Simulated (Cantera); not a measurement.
# Transport properties of process gases

Gas mixture: NH₃ = 0.096 (molar parts), at 13.5 Torr, frozen composition.

Cantera's kinetic-theory transport with the Lennard-Jones parameters of GRI-Mech 3.0, ideal gas; thermal conductivity in the multicomponent form. Polar gases are described roughly by these parameters. The composition is frozen, though it would react at the higher temperatures.

| T (K) | ρ (kg/m³) | cp (J/kg/K) | μ (µPa s) | λ (mW/m/K) | Pr | D (cm²/s) H₂ | D (cm²/s) H | D (cm²/s) NH₃ |
|---|---|---|---|---|---|---|---|---|
| 400 | 0.00922 | 2269 | 13.9 | 44.2 | 0.715 | 76.1 | 116 | 0.000 |
| 650 | 0.00567 | 2755 | 22.6 | 86.7 | 0.718 | 178 | 286 | 0.000 |
| 900 | 0.00410 | 3162 | 30.6 | 134 | 0.723 | 309 | 510 | 0.000 |
| 1150 | 0.00321 | 3518 | 37.9 | 184 | 0.726 | 467 | 781 | 0.000 |
| 1400 | 0.00263 | 3802 | 44.6 | 233 | 0.728 | 649 | 1090 | 0.000 |
| 1650 | 0.00223 | 4032 | 50.8 | 281 | 0.730 | 853 | 1440 | 0.000 |
| 1900 | 0.00194 | 4216 | 56.6 | 327 | 0.730 | 1080 | 1830 | 0.000 |
D: mixture-averaged diffusion coefficient of that species in the mixture.
